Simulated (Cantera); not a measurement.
An isothermal, constant-pressure homogeneous reactor starts with N2O : H2 : N2 = 1 : 0.0022 : 0.62 (molar parts), at 1498 K and 0.0540 bar. Integrator tolerance rtol = 1e-08.

Computed with Cantera and GRI-Mech 3.0 (53 species, 325 reactions). GRI-Mech 3.0 was tuned for natural gas; its chemistry of N2O as a main component is partial and can be far from experiment. The temperature is held fixed by assumption; the heat of reaction is taken as removed at once.

What does this change do: temperature 1498 to 1250 K?


```csv
quantity,before,after
x(N2O) at 10.0 s,3.31e-6 (gas-phase equilibrium 1.78e-8),0.230 (gas-phase equilibrium 4.60e-9)
x(H2) at 10.0 s,1.94e-8 (gas-phase equilibrium 1.69e-8),5.94e-9 (gas-phase equilibrium 3.19e-10)
x(HO2) at 10.0 s,8.39e-9 (gas-phase equilibrium 1.02e-8),1.02e-8 (gas-phase equilibrium 1.22e-9)
x(OH) at 10.0 s,1.57e-5 (gas-phase equilibrium 1.67e-5),6.51e-6 (gas-phase equilibrium 1.25e-6)
x(NO) at 10.0 s,0.107 (gas-phase equilibrium 0.00127),0.0353 (gas-phase equilibrium 0.000295)
x(H2O) at 10.0 s,0.00103 (gas-phase equilibrium 0.00103),0.00115 (gas-phase equilibrium 0.00104)
x(H) at 10.0 s,1.04e-8 (gas-phase equilibrium 9.69e-9),3.22e-9 (gas-phase equilibrium 3.74e-11)
```
The mechanism lacks the step 2 NO + O2 → 2 NO2, which can matter for NO2 below about 1400 K.

What does this change do: temperature 1498 to 1248 K?


```json
[
 {"quantity": "x(N2O) at 10.0 s", "before": "3.31e-6 (gas-phase equilibrium 1.78e-8)", "after": "0.237 (gas-phase equilibrium 4.54e-9)"},
 {"quantity": "x(H2) at 10.0 s", "before": "1.94e-8 (gas-phase equilibrium 1.69e-8)", "after": "5.75e-9 (gas-phase equilibrium 3.07e-10)"},
 {"quantity": "x(HO2) at 10.0 s", "before": "8.39e-9 (gas-phase equilibrium 1.02e-8)", "after": "1.04e-8 (gas-phase equilibrium 1.20e-9)"},
 {"quantity": "x(OH) at 10.0 s", "before": "1.57e-5 (gas-phase equilibrium 1.67e-5)", "after": "6.39e-6 (gas-phase equilibrium 1.22e-6)"},
 {"quantity": "x(NO) at 10.0 s", "before": "0.107 (gas-phase equilibrium 0.00127)", "after": "0.0344 (gas-phase equilibrium 0.000291)"},
 {"quantity": "x(H2O) at 10.0 s", "before": "0.00103 (gas-phase equilibrium 0.00103)", "after": "0.00116 (gas-phase equilibrium 0.00104)"},
 {"quantity": "x(H) at 10.0 s", "before": "1.04e-8 (gas-phase equilibrium 9.69e-9)", "after": "3.08e-9 (gas-phase equilibrium 3.55e-11)"}
]
```
The mechanism lacks the step 2 NO + O2 → 2 NO2, which can matter for NO2 below about 1400 K.
